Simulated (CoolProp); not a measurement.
Vapour pressure (MPa) of hydrogen chloride: the reference equation beside estimates from Tc = 51.5 °C, pc = 8.314 MPa, ω = 0.130. Clausius-Clapeyron is anchored at -28.15 °C with a constant enthalpy of vaporisation of 13.41 kJ/mol.

Model: reference Helmholtz-energy equation of state, Thol 2018, in CoolProp.

| T (°C) | reference | Clausius-Clapeyron | Redlich-Kwong | Soave-Redlich-Kwong |
|---|---|---|---|---|
| -36.25 | 0.8737 | 0.9144 | 1.022 | 0.8792 |
| -28.15 | 1.145 | 1.145 | 1.329 | 1.158 |
| -20.15 | 1.470 | 1.410 | 1.691 | 1.493 |
| -12.05 | 1.865 | 1.719 | 2.121 | 1.900 |
| -3.95 | 2.332 | 2.070 | 2.622 | … |
| 4.15 | 2.881 | 2.466 | 3.199 | 2.946 |
| 12.15 | 3.512 | 2.903 | 3.846 | 3.593 |
| 20.25 | … | 3.393 | 4.586 | 4.344 |
| 28.35 | 5.104 | 3.933 | 5.414 | 5.202 |
| 36.35 | 6.070 | … | 6.324 | 6.161 |

**Question.** Some entries are withheld; supply them.

**Answer.** 
- -3.95, Soave-Redlich-Kwong: 2.382
- 20.25, reference: 4.252
- 36.35, Clausius-Clapeyron: 4.516

Absolute difference from the reference over all 10 rows, mean and median: Clausius-Clapeyron 12.8 and 12.8 %, Redlich-Kwong 11.3 and 11.7 %, Soave-Redlich-Kwong 1.7 and 1.9 %.
